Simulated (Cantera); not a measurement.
Source: NASA polynomial tables (part measured, part estimated), evaluated in Cantera. Values are per mole of reaction as written; species without (g) are pure solids or liquids, kept so even where they would boil at 1 bar.

2 Na + S + 3 COS(g) → 2 CS2(g) + Na2CO3, with ΔH° = -481.7 kJ and ΔS° = -214.7 J/K at 300 K.

Task: How far is the shortcut ΔG° ≈ ΔH°(300 K) − T·ΔS°(300 K) from the full temperature-dependent value at 350, 450, 550, 650, 750, 850 K?

Result: 
```json
[
 {"T (K)": "350", "shortcut (kJ)": "-406.6", "full (kJ)": "-406.6", "difference (kJ)": "0.0", "difference in log10 K": "0.00", "condensed phases": "Na(s), S(s), Na2CO3(s)"},
 {"T (K)": "450", "shortcut (kJ)": "-385.1", "full (kJ)": "-383.5", "difference (kJ)": "-1.6", "difference in log10 K": "0.18", "condensed phases": "Na(l), S(l), Na2CO3(s)"},
 {"T (K)": "550", "shortcut (kJ)": "-363.6", "full (kJ)": "-359.9", "difference (kJ)": "-3.8", "difference in log10 K": "0.36", "condensed phases": "Na(l), S(l), Na2CO3(s)"},
 {"T (K)": "650", "shortcut (kJ)": "-342.2", "full (kJ)": "-336.4", "difference (kJ)": "-5.8", "difference in log10 K": "0.47", "condensed phases": "Na(l), S(l), Na2CO3(s)"},
 {"T (K)": "750", "shortcut (kJ)": "-320.7", "full (kJ)": "-313.4", "difference (kJ)": "-7.3", "difference in log10 K": "0.51", "condensed phases": "Na(l), S(l), Na2CO3(s)"},
 {"T (K)": "850", "shortcut (kJ)": "-299.2", "full (kJ)": "-290.9", "difference (kJ)": "-8.3", "difference in log10 K": "0.51", "condensed phases": "Na(l), S(l), Na2CO3(s)"}
]
```
The shortcut ignores heat capacities and the phase changes listed.
